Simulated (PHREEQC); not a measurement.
Dissolve 0.075 mol/kgw ZnSO4, 9e-05 mol/kgw Na2SO4 and 0.00093 mol/kgw FeSO4 at 25 °C. Closed to the air; pH follows from the charge balance.

Equilibrium calculation in PHREEQC: ion-association model, phreeqc.dat.

Each row changes one thing in this solution. No solid was allowed to form.

| case | pH | ionic strength (mol/kgw) | Zn+2 (mol/kgw) | SO4-2 (mol/kgw) | ZnSO4 (mol/kgw) | Zn(SO4)2-2 (mol/kgw) | SI of Zn(OH)2(e) (Zn(OH)2) |
|---|---|---|---|---|---|---|---|
| as made | 5.57 | 0.157 | 0.0387 | 0.0319 | 0.0288 | 0.00750 | -2.26 |
| Na2SO4 left out | 5.57 | 0.157 | 0.0387 | 0.0318 | 0.0288 | 0.00749 | -2.26 |
| FeSO4 replaced by KHSO4 at the same molality | ? | 0.157 | 0.0388 | 0.0318 | 0.0288 | 0.00747 | ? |
| diluted 10-fold with water | 5.79 | 0.0214 | 0.00527 | ? | ? | 9.29e-5 | -2.44 |
| Na2SO4 from 9e-05 to 8.1e-05 mol/kgw | 5.57 | 0.157 | 0.0387 | 0.0319 | 0.0288 | 0.00750 | -2.26 |

Some entries are withheld; supply them.


- FeSO4 replaced by KHSO4 at the same molality, pH: 3.44
- FeSO4 replaced by KHSO4 at the same molality, SI of Zn(OH)2(e) (Zn(OH)2): -6.53
- diluted 10-fold with water, SO4-2 (mol/kgw): 0.00526
- diluted 10-fold with water, ZnSO4 (mol/kgw): 0.00213
